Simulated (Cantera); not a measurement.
A perfectly stirred reactor is fed with H₂ : O₂ : N₂ = 1.4 : 1 : 7.5 (molar parts), equivalence ratio 0.70, at 13300 Pa; it is held at 1375 K, and followed from long to short residence time.

Computed with Cantera and the H2/O2 subset of GRI-Mech 3.0, which has no nitrogen chemistry. The temperature is held fixed by assumption; the heat of reaction is taken as removed at once.

Question: What does this change do: O2 1 to 1.4 parts?

Answer: 
```tsv
quantity	before	after
x(H₂) at τ = 9.20 s	0.000128	6.14e-5
x(O₂) at τ = 9.20 s	0.0325	0.0728
x(H₂O) at τ = 9.20 s	0.152	0.146
x(H) at τ = 9.20 s	1.66e-5	7.43e-6
x(OH) at τ = 9.20 s	0.000385	0.000380
x(H₂) at τ = 60.0 ms	0.00333	0.00170
x(O₂) at τ = 60.0 ms	0.0335	0.0726
x(H₂O) at τ = 60.0 ms	0.146	0.142
x(H) at τ = 60.0 ms	0.00234	0.00115
x(OH) at τ = 60.0 ms	0.00201	0.00203
```

Question: What does this change do: pressure from 13300 Pa to 11000 Pa?

Answer: 
```
quantity                 before     after
---------------------  --------  --------
x(H₂) at τ = 9.20 s    0.000128  0.000163
x(O₂) at τ = 9.20 s      0.0325    0.0325
x(H₂O) at τ = 9.20 s      0.152     0.152
x(H) at τ = 9.20 s      1.66e-5   2.44e-5
x(OH) at τ = 9.20 s    0.000385  0.000439
x(H₂) at τ = 60.0 ms    0.00333   0.00409
x(O₂) at τ = 60.0 ms     0.0335    0.0338
x(H₂O) at τ = 60.0 ms     0.146     0.144
x(H) at τ = 60.0 ms     0.00234   0.00331
x(OH) at τ = 60.0 ms    0.00201   0.00227
```
